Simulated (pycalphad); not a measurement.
## Effect of Si content in Al-Si

All values are pycalphad results on the COST 507 light-alloy database (1999) (1 atm), not direct measurements. The database dates from 1999; later assessments differ in places, in temperatures and in the compounds included. Phase fractions are per mole of atoms.

**Question.** One of these alloys has its liquidus at 1504 K, its solidus at 850 K, and holds diamond (Si) 0.60, liquid 0.40 at 990 K. Which?
A) Al-91.6Si (at.%)
B) Al-68.7Si (at.%)
C) Al-22.9Si (at.%)

**Answer.** B, Al-68.7Si (at.%). The others: Al-22.9Si (at.%), liquidus 1011, solidus 850; Al-91.6Si (at.%), liquidus 1646, solidus 850
